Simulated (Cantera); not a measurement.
What does this Cantera script print?

```python
import numpy as np
import cantera as ct

gas_names = """
    CL CL2 H HCL H2 Si SiCL SiCL2 SiCL3 SiCL4 SiH SiHCL3 SiH2 SiH2CL2 SiH3 SiH3CL SiH4 Si2 Si3
""".split()
cond_names = """
    Si(cr) Si(L)
""".split()


# ... load() reads the species with a 1 bar reference pressure and builds the phases ...
atoms = {
    'Si': {'Si': 1},
    'Cl2': {'CL': 2},
    'H2': {'H': 2},
}
top_T = {}  # K; cautious upper limits of use, not melting points


# ... equilibrate(T, P, feed) seeds the gas with the atoms and calls Mixture.equilibrate('TP', solver="gibbs", rtol=1e-10, max_steps=50000) ...
results = []
T = 623.15  # K
P = 71000  # Pa
for m in [0.5, 0.69, 0.88, 1.1, 1.3, 1.4, 1.6, 1.8, 2, 2.2, 2.4, 2.6]:
    feed = {'Si': 1, 'Cl2': m, 'H2': 0.32}  # mol
    mix = equilibrate(T, P, feed)
    results.append((T, P, feed, dict(zip(mix.species_names, mix.species_moles))))
    x = sorted(zip(gas.X, gas.species_names), reverse=True)
    print(f"T = {T:g} K  P = {P:g} Pa  n(Cl2) = {m:g} mol  gas = {mix.phase_moles(0):.4g} mol")
    print("   x: " + "  ".join(f"{s} {v:.3e}" for v, s in x if v > 0.0001))
    print("   condensed (mol): " + ("  ".join(f"{mix.phase(i).name} {mix.phase_moles(i):.4g}"
          for i in range(1, mix.n_phases) if mix.phase_moles(i) > 1e-12) or "none"))
```

Result:

```
T = 623.15 K  P = 71000 Pa  n(Cl2) = 0.5 mol  gas = 0.553 mol
   x: H2 5.170e-01  SiCL4 3.617e-01  SiHCL3 1.191e-01  SiH2CL2 2.110e-03
   condensed (mol): Si(cr) 0.733
T = 623.15 K  P = 71000 Pa  n(Cl2) = 0.69 mol  gas = 0.6441 mol
   x: SiCL4 4.401e-01  H2 4.318e-01  SiHCL3 1.261e-01  SiH2CL2 1.944e-03
   condensed (mol): Si(cr) 0.6341
T = 623.15 K  P = 71000 Pa  n(Cl2) = 0.88 mol  gas = 0.7357 mol
   x: SiCL4 5.008e-01  H2 3.689e-01  SiHCL3 1.284e-01  SiH2CL2 1.772e-03
   condensed (mol): Si(cr) 0.5357
T = 623.15 K  P = 71000 Pa  n(Cl2) = 1.1 mol  gas = 0.8423 mol
   x: SiCL4 5.560e-01  H2 3.142e-01  SiHCL3 1.282e-01  SiH2CL2 1.590e-03
   condensed (mol): Si(cr) 0.4223
T = 623.15 K  P = 71000 Pa  n(Cl2) = 1.3 mol  gas = 0.9396 mol
   x: SiCL4 5.961e-01  H2 2.758e-01  SiHCL3 1.266e-01  SiH2CL2 1.445e-03
   condensed (mol): Si(cr) 0.3196
T = 623.15 K  P = 71000 Pa  n(Cl2) = 1.4 mol  gas = 0.9883 mol
   x: SiCL4 6.135e-01  H2 2.596e-01  SiHCL3 1.255e-01  SiH2CL2 1.380e-03
   condensed (mol): Si(cr) 0.2683
T = 623.15 K  P = 71000 Pa  n(Cl2) = 1.6 mol  gas = 1.086 mol
   x: SiCL4 6.438e-01  H2 2.319e-01  SiHCL3 1.229e-01  SiH2CL2 1.263e-03
   condensed (mol): Si(cr) 0.166
T = 623.15 K  P = 71000 Pa  n(Cl2) = 1.8 mol  gas = 1.184 mol
   x: SiCL4 6.695e-01  H2 2.090e-01  SiHCL3 1.202e-01  SiH2CL2 1.161e-03
   condensed (mol): Si(cr) 0.06375
T = 623.15 K  P = 71000 Pa  n(Cl2) = 2 mol  gas = 1.32 mol
   x: SiCL4 7.547e-01  H2 2.395e-01  HCL 2.898e-03  SiHCL3 2.897e-03
   condensed (mol): none
T = 623.15 K  P = 71000 Pa  n(Cl2) = 2.2 mol  gas = 1.52 mol
   x: SiCL4 6.579e-01  HCL 2.632e-01  H2 7.894e-02
   condensed (mol): none
T = 623.15 K  P = 71000 Pa  n(Cl2) = 2.4 mol  gas = 1.72 mol
   x: SiCL4 5.814e-01  HCL 3.721e-01  CL2 4.651e-02
   condensed (mol): none
T = 623.15 K  P = 71000 Pa  n(Cl2) = 2.6 mol  gas = 1.92 mol
   x: SiCL4 5.208e-01  HCL 3.333e-01  CL2 1.458e-01
   condensed (mol): none
```

Equilibrium computed with Cantera from the NASA thermochemical tables; the gas is ideal and each condensed phase is pure.
